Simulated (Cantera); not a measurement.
Feed: 1 mol SiH2Cl2, 48 mol H2, held at 850 K and 1.33 mbar.

Cantera equilibrium calculation (NASA polynomials, part measured and part estimated; ideal gas, pure solids and liquids). Candidate condensed phases: Si; 19 gas species. The tables' values for SiCl3 are old estimates; treat these amounts as uncertain. The numbers say what is thermodynamically allowed, not how fast it happens.

Base state: H2 0.984, HCl 0.00719, SiCl4 0.00699, SiHCl3 0.00159, SiCl3 7.85e-5, SiCl2 6.25e-5, SiH2Cl2 3.17e-5 (mole fractions); condensed: Si(s).

Task: What changes in the equilibrium state with this change: temperature from 850 K to 1198 K?

Result: 
```
species      before     after
----------  -------  --------
H2            0.984     0.963
HCl         0.00719    0.0339
SiCl2       6.25e-5   0.00280
SiCl4       0.00699   3.32e-5
SiHCl3      0.00159   2.54e-5
SiH2Cl2     3.17e-5   2.54e-6
SiCl3       7.85e-5  0.000103
Si(s), mol    0.566     0.852
```
